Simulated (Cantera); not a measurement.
What does this Cantera script print?

```python
import numpy as np
import cantera as ct

gas = ct.Solution("gri30.yaml")
gas.TPX = 1775, 210000, {'CH4': 1, 'CO2': 0.38, 'H2': 0.33}
reactor = ct.IdealGasConstPressureReactor(gas, energy="off", clone=False)
net = ct.ReactorNet([reactor])
net.rtol, net.atol = 1e-08, 1e-18
show = ['CH4', 'CO2', 'H2', 'O', 'CH2O', 'C2H6', 'H']
times = np.geomspace(2e-05, 1, 13)

steps = ct.SolutionArray(gas, extra=["t"])
rows = []
print(f"{'t/s':>10s}{'T/K':>9s}{'P/Pa':>11s}" + "".join(f"{s:>11s}" for s in show))
for t in times:
    while net.time < t:
        t_next = net.step()
        steps.append(gas.state, t=t_next)
    rows.append([np.interp(t, steps.t, y) for y in (steps.T, steps.P, *steps(*show).X.T)])
    print(f"{t:10.3e}{rows[-1][0]:9.1f}{rows[-1][1]:11.4g}" + "".join(f"{x:11.3e}" for x in rows[-1][2:]))
rate = np.gradient(steps.T, steps.t)
print("integrator steps:", len(steps.t))
if steps.T.max() > steps.T[0] + 200:
    print(f"time of steepest temperature rise: {steps.t[rate.argmax()]:.4e} s")
gas.TPX = 1775, 210000, {'CH4': 1, 'CO2': 0.38, 'H2': 0.33}
gas.equilibrate("TP")
print(f"equilibrium (TP): T = {gas.T:.1f} K  " + "  ".join(f"{s} {gas[s].X[0]:.3e}" for s in show))
```

Output:

```
       t/s      T/K       P/Pa        CH4        CO2         H2          O       CH2O       C2H6          H
 2.000e-05   1775.0    2.1e+05  5.811e-01  2.219e-01  1.944e-01  1.552e-11  2.944e-06  4.601e-04  2.894e-05
 4.927e-05   1775.0    2.1e+05  5.745e-01  2.211e-01  1.980e-01  2.830e-11  1.028e-05  1.510e-03  4.052e-05
 1.214e-04   1775.0    2.1e+05  5.545e-01  2.181e-01  2.108e-01  4.349e-11  1.616e-05  2.465e-03  5.210e-05
 2.991e-04   1775.0    2.1e+05  5.042e-01  2.087e-01  2.468e-01  5.235e-11  1.473e-05  2.159e-03  6.142e-05
 7.368e-04   1775.0    2.1e+05  4.104e-01  1.866e-01  3.167e-01  5.959e-11  1.043e-05  1.338e-03  7.545e-05
 1.815e-03   1775.0    2.1e+05  2.862e-01  1.469e-01  4.014e-01  7.238e-11  6.090e-06  6.324e-04  9.435e-05
 4.472e-03   1775.0    2.1e+05  1.651e-01  8.753e-02  4.623e-01  9.726e-11  2.991e-06  2.263e-04  1.135e-04
 1.102e-02   1775.0    2.1e+05  7.977e-02  2.869e-02  4.911e-01  1.237e-10  1.281e-06  6.202e-05  1.304e-04
 2.714e-02   1775.0    2.1e+05  4.125e-02  9.661e-03  5.222e-01  1.219e-10  6.037e-07  1.974e-05  1.446e-04
 6.687e-02   1775.0    2.1e+05  3.125e-02  7.445e-03  5.542e-01  9.655e-11  3.670e-07  1.228e-05  1.512e-04
 1.648e-01   1775.0    2.1e+05  2.732e-02  4.733e-03  5.882e-01  5.917e-11  2.320e-07  9.461e-06  1.550e-04
 4.059e-01   1775.0    2.1e+05  2.390e-02  1.790e-03  6.178e-01  2.225e-11  1.625e-07  7.421e-06  1.583e-04
 1.000e+00   1775.0    2.1e+05  2.220e-02  2.197e-04  6.319e-01  2.753e-12  1.420e-07  6.534e-06  1.599e-04
integrator steps: 1360
equilibrium (TP): T = 1775.0 K  CH4 2.196e-02  CO2 3.662e-07  H2 6.338e-01  O 1.060e-14  CH2O 1.398e-07  C2H6 6.418e-06  H 1.601e-04
```

Computed with Cantera and GRI-Mech 3.0 (53 species, 325 reactions). GRI-Mech 3.0 stops at C3 and has no aromatics, soot or wall deposition, so with more carbon than oxygen in the feed, carbon stays in small species such as C2H2 where larger ones or solid carbon would form.
